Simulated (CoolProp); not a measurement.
Model: reference Helmholtz-energy equation of state, de Reuck 1990, in CoolProp.

Question: For fluorine, give the phase and the density (kg/m³), cv (kJ/(kg K)), Joule-Thomson coefficient (K/MPa) at -148.25 °C and 1.54 MPa; -148.25 °C and 16.9 MPa.

Answer: 
- -148.25 °C and 1.54 MPa: gas; density 68.5, cv 0.635, Joule-Thomson coefficient 10.8
- -148.25 °C and 16.9 MPa: liquid; density 1270, cv 0.727, Joule-Thomson coefficient -0.123
